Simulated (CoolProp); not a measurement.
A closed Brayton cycle with carbon dioxide: compressor inlet 311.15 K and 8.7 MPa, high pressure 25.4 MPa, turbine inlet 630 K, compressor efficiency 0.89, turbine efficiency 0.9, recuperator effectiveness 0.9 (on enthalpy, no pinch check). Each further row changes one setting.

Model: reference Helmholtz-energy equation of state, Span 1996, in CoolProp.

```
case                           thermal efficiency (%)  net work (kJ/kg)  compressor to turbine work  compressor exit (K)  turbine exit (K)
-----------------------------  ----------------------  ----------------  --------------------------  -------------------  ----------------
as stated                                           ?              69.3                        0.31                356.6             519.3
turbine inlet 580 K                              25.6                 ?                           ?                356.6                 ?
compressor inlet 321.15 K                        25.6                 ?                        0.48                    ?             519.3
high pressure 21.6 MPa                           27.3                 ?                        0.28                349.3                 ?
recuperator effectiveness 0.5                    21.4              69.3                        0.31                356.6             519.3
```

### Question
Some entries are withheld; supply them.

### Answer

- as stated, thermal efficiency (%): 28.4
- turbine inlet 580 K, net work (kJ/kg): 58.2
- turbine inlet 580 K, compressor to turbine work: 0.35
- turbine inlet 580 K, turbine exit (K): 473.5
- compressor inlet 321.15 K, net work (kJ/kg): 52.1
- compressor inlet 321.15 K, compressor exit (K): 401.7
- high pressure 21.6 MPa, net work (kJ/kg): 62.3
- high pressure 21.6 MPa, turbine exit (K): 535.8
